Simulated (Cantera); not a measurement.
A closed system holds: 1 mol Si, 14 mol HBr, 12 mol H2, equilibrated at 0.0578 Torr.

Cantera equilibrium calculation (NASA polynomials, part measured and part estimated; ideal gas, pure solids and liquids). Candidate condensed phases: Br2, Si; 19 gas species. The tables' values for SiBr3, SiBr are old estimates; treat these amounts as uncertain. Rates play no part.

x: gas mole fraction; nothing condenses.

```json
[
 {"T (K)": "873", "x H2": "0.560", "x HBr": "0.400", "x Br": "1.65e-5", "x SiBr4": "0.0398", "x SiBr2": "3.89e-5", "x H": "___", "x SiBr3": "4.53e-5"},
 {"T (K)": "973", "x H2": "0.557", "x HBr": "0.403", "x Br": "0.000143", "x SiBr4": "0.0374", "x SiBr2": "0.00188", "x H": "___", "x SiBr3": "0.000481"},
 {"T (K)": "1073", "x H2": "0.529", "x HBr": "0.431", "x Br": "0.000903", "x SiBr4": "0.0184", "x SiBr2": "0.0191", "x H": "___", "x SiBr3": "0.00155"},
 {"T (K)": "1173", "x H2": "0.506", "x HBr": "0.451", "x Br": "0.00415", "x SiBr4": "0.00272", "x SiBr2": "0.0347", "x H": "___", "x SiBr3": "0.00109"},
 {"T (K)": "1273", "x H2": "0.504", "x HBr": "0.443", "x Br": "0.0140", "x SiBr4": "0.000308", "x SiBr2": "0.0374", "x H": "___", "x SiBr3": "0.000494"},
 {"T (K)": "1373", "x H2": "0.509", "x HBr": "0.415", "x Br": "0.0375", "x SiBr4": "4.06e-5", "x SiBr2": "0.0375", "x H": "___", "x SiBr3": "0.000224"},
 {"T (K)": "1473", "x H2": "0.519", "x HBr": "0.362", "x Br": "0.0807", "x SiBr4": "5.85e-6", "x SiBr2": "0.0367", "x H": "___", "x SiBr3": "0.000102"},
 {"T (K)": "1573", "x H2": "0.532", "x HBr": "0.288", "x Br": "0.141", "x SiBr4": "8.44e-7", "x SiBr2": "0.0352", "x H": "___", "x SiBr3": "4.47e-5"},
 {"T (K)": "1673", "x H2": "0.542", "x HBr": "0.209", "x Br": "0.205", "x SiBr4": "1.16e-7", "x SiBr2": "0.0322", "x H": "___", "x SiBr3": "1.83e-5"}
]
```

Task: Some entries are withheld; supply them.

Result: 
- 873, x H: 3.99e-9
- 973, x H: 9.19e-8
- 1073, x H: 1.16e-6
- 1173, x H: 9.56e-6
- 1273, x H: 5.77e-5
- 1373, x H: 0.000271
- 1473, x H: 0.00104
- 1573, x H: 0.00338
- 1673, x H: 0.00956
